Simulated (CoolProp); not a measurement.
CF4 (R14) along the isotherm 259.4 K: density (kg/m³) from the reference equation and from simpler models built on Tc = 227.4 K, pc = 3.762 MPa, ω = 0.178; each cubic takes its own stable root.

The numbers come from the reference Helmholtz-energy equation of state, Platzer 1990 in CoolProp. This equation is an older, rougher fit; its heat capacities, sound speeds and derivatives of the liquid may be far off and weren't checked against measurements.

```
p (MPa)          phase  reference
-------  -------------  ---------
1.88               gas      86.91
3.76               gas      204.2
5.64     supercritical      381.5
7.52     supercritical      621.8
9.41     supercritical      795.4
11.3     supercritical      895.3
13.2     supercritical      961.5
15       supercritical       1008
16.9     supercritical       1048
18.8     supercritical       1080
```

Problem. How far does each simpler model (van der Waals, Soave-Redlich-Kwong, Peng-Robinson) lie from the reference over these 10 states: mean and median of the absolute difference, and the worst?

Solution. 
- van der Waals: mean 10.7 %, median 13.3 %, worst -17.6 % at 259.4 K and 18.8 MPa
- Soave-Redlich-Kwong: mean 5.0 %, median 5.1 %, worst -9.2 % at 259.4 K and 9.41 MPa
- Peng-Robinson: mean 2.6 %, median 2.2 %, worst +5.9 % at 259.4 K and 18.8 MPa
